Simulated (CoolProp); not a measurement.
The fluid at 465.33 K and 3.54 MPa flows at 0.37 m/s in a round tube of 25 mm bore and 45 µm roughness, fully developed (64/Re and Nu = 3.66 if laminar; Colebrook and Gnielinski if turbulent). The same conditions are run with several fluids, on thermodynamics alone (safety and materials aside).

Computed with CoolProp (reference Helmholtz-energy equation of state of each fluid (R143a: Lemmon and Jacobsen 2000; CF4 (R14): Platzer 1990; ethane: Bücker 2006; sulfur hexafluoride: Guder 2009; R125: Lemmon 2005)). The equations of Platzer and Polt are older, rougher fits.

Rank R143a, CF4 (R14), ethane, sulfur hexafluoride, R125 by Reynolds number, highest first.

sulfur hexafluoride (55100), R125 (53000), R143a (42500), CF4 (R14) (29100), ethane (18300)

| fluid | Darcy friction factor | pressure drop (Pa/m) | heat-transfer coefficient (W/(m² K)) | mass flow (kg/h) |
|---|---|---|---|---|
| R143a | 0.0265 | 6.33 | 164 | 57.0 |
| CF4 (R14) | 0.0278 | 6.16 | 103 | 52.9 |
| ethane | 0.0299 | 2.39 | 112 | 19.1 |
| sulfur hexafluoride | 0.0258 | 10.2 | 173 | 94.6 |
| R125 | 0.0259 | 8.66 | 176 | 79.9 |

Transport values come from each fluid's own correlations; those of R143a, CF4 (R14) are estimates that may be off by 10 % or more.
